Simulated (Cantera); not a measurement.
A closed system holds: 1 mol C2H5OH, 0.34 mol H2, 1.1 mol H2O, at 13.3 mbar.

Cantera equilibrium calculation (NASA polynomials, part measured and part estimated; ideal gas, pure solids and liquids). Candidate condensed phases: C, C6H6, C7H8, C8H18, H2O; 110 gas species. Kinetics and transport are ignored. All values below are at 1275 °C.

Base state: H2 0.676, CO 0.308, H2O 0.0133, CO2 0.00218, H 0.000219 (mole fractions); condensed: gas only.

Question: What changes in the equilibrium state with this change: C2H5OH replaced by C?

Answer: 
```tsv
species	before	after
H2	0.676	0.557
CO	0.308	0.401
H2O	0.0133	0.0326
CO2	0.00218	0.00841
H	0.000219	0.000199
```
